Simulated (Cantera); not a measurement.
Feed: 1 mol Si, 7 mol HCl, 11 mol N2, 1.5 mol NF3, at 1050 K and 1.33 mbar.

Cantera equilibrium calculation (NASA polynomials, part measured and part estimated; ideal gas, pure solids and liquids). Candidate condensed phases: NH4Cl, Si, Si3N4; 49 gas species. Kinetics and transport are ignored.

Base state: N2 0.587, HCl 0.325, SiF4 0.0499, HF 0.0250, Cl2 0.0113, Cl 0.00231 (mole fractions); condensed: gas only.

Question: What changes in the equilibrium state with this change: pressure from 1.33 mbar to 10.0 mbar?

Answer: 
| species | before | after |
|---|---|---|
| N2 | 0.587 | 0.587 |
| HCl | 0.325 | 0.325 |
| SiF4 | 0.0499 | 0.0500 |
| Cl | 0.00231 | 0.000870 |
| Cl2 | 0.0113 | 0.0121 |
| HF | 0.0250 | 0.0250 |

Question: What changes in the equilibrium state with this change: temperature from 1050 K to 798.15 K?

Answer: 
| species | before | after |
|---|---|---|
| N2 | 0.587 | 0.587 |
| HCl | 0.325 | 0.325 |
| SiF4 | 0.0499 | 0.0500 |
| Cl | 0.00231 | 2.74e-5 |
| Cl2 | 0.0113 | 0.0125 |
| HF | 0.0250 | 0.0250 |

Question: What changes in the equilibrium state with this change: pressure from 1.33 mbar to 64.0 mbar?

Answer: 
| species | before | after |
|---|---|---|
| N2 | 0.587 | 0.587 |
| HCl | 0.325 | 0.325 |
| SiF4 | 0.0499 | 0.0500 |
| Cl | 0.00231 | 0.000348 |
| Cl2 | 0.0113 | 0.0123 |
| HF | 0.0250 | 0.0250 |
